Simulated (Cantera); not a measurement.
Charge: 1 mol SiO2, 0.23 mol MgO, 1.8 mol H2, at 1402 °C and 79.0 Pa.

These are equilibrium values from Cantera (NASA tables, ideal gas, pure condensed phases), not measurements of a reactor. Candidate condensed phases: H2O, Mg, MgO, Mg(OH)2, MgSiO3, Mg2SiO4, Si, SiO2; 24 gas species. Mutual solubility and eutectic melting of coexisting phases are not modelled. The tables hold silica as quartz up to 1696 K and as liquid above; real silica turns to tridymite and cristobalite and melts near 1996 K. Condensed phases not in the tables: alloys, solid solutions and most ternary compounds. Equilibrium is a limit: real reactors are often held back by kinetics, nucleation or transport.

Base state: H2 0.968, H2O 0.0141, SiO 0.0136, H 0.00406, Mg 0.000502 (mole fractions); condensed: MgSiO3(s) + SiO2(β-quartz).

What changes in the equilibrium state with this change: pressure from 79.0 Pa to 13.0 Pa?


```tsv
species	before	after
H2	0.968	0.922
H2O	0.0141	0.0340
SiO	0.0136	0.0328
Mg	0.000502	0.00121
OH	2.87e-6	1.74e-5
H	0.00406	0.00978
MgSiO3(s), mol	0.229	0.228
SiO2(β-quartz), mol	0.746	0.711
```
